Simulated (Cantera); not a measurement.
What does this Cantera script print?

```python
import numpy as np
import cantera as ct

surf = ct.Interface("diamond.yaml", "diamond_100")
gas, bulk = surf.adjacent["gas"], surf.adjacent["diamond"]
k = surf.kinetics_species_index(bulk.species_names[0])
cover = ["c6HH", "c6H*", "c6*H", "c6**", "c6HM", "c6B"]

rows, drift = [], 0.0
print(f"{'xCH3':>10s}{'um/h':>11s}" + "".join(f"{s:>11s}" for s in cover))
for v in [1e-06, 2.1e-06, 4.3e-06, 8.9e-06, 1.8e-05, 3.8e-05, 7.9e-05, 0.00016, 0.00034]:
    T, P, xH, xCH3 = 1125, 29000, 0.017, v
    gas.TPX = T, P, {"H": xH, "CH3": xCH3, "CH4": 0.0037, "H2": 1 - xH - xCH3 - 0.0037}
    surf.TP = bulk.TP = T, P
    surf.coverages = "c6H*:0.1, c6HH:0.9"
    surf.advance_coverages(100.0)
    before = surf.coverages
    surf.advance_coverages(100.0)
    drift = max(drift, np.max(np.abs(surf.coverages - before) / (surf.coverages + 1e-9)))
    rate = surf.net_production_rates[k] * bulk.mean_molecular_weight / bulk.density * 3.6e9
    rows.append([rate, *surf[cover].coverages])
    print(f"{v:10.4g}{rate:11.4e}" + "".join(f"{x:11.3e}" for x in rows[-1][1:]))
```

It prints:

```
      xCH3       um/h       c6HH       c6H*       c6*H       c6**       c6HM        c6B
     1e-06 2.4548e-01  4.918e-01  3.155e-02  4.552e-01  2.143e-02  1.931e-05  6.661e-10
   2.1e-06 5.1548e-01  4.918e-01  3.155e-02  4.552e-01  2.142e-02  4.056e-05  1.399e-09
   4.3e-06 1.0554e+00  4.918e-01  3.155e-02  4.551e-01  2.142e-02  8.304e-05  2.864e-09
   8.9e-06 2.1841e+00  4.917e-01  3.154e-02  4.551e-01  2.142e-02  1.718e-04  5.927e-09
   1.8e-05 4.4158e+00  4.916e-01  3.153e-02  4.549e-01  2.141e-02  3.474e-04  1.198e-08
   3.8e-05 9.3154e+00  4.913e-01  3.151e-02  4.547e-01  2.139e-02  7.329e-04  2.528e-08
   7.9e-05 1.9337e+01  4.907e-01  3.147e-02  4.541e-01  2.135e-02  1.521e-03  5.247e-08
   0.00016 3.9046e+01  4.896e-01  3.139e-02  4.529e-01  2.127e-02  3.072e-03  1.060e-07
   0.00034 8.2427e+01  4.871e-01  3.122e-02  4.504e-01  2.110e-02  6.486e-03  2.237e-07
```

Model: the Harris–Goodwin 1993 mechanism for the reconstructed diamond (100) surface, integrated in Cantera.
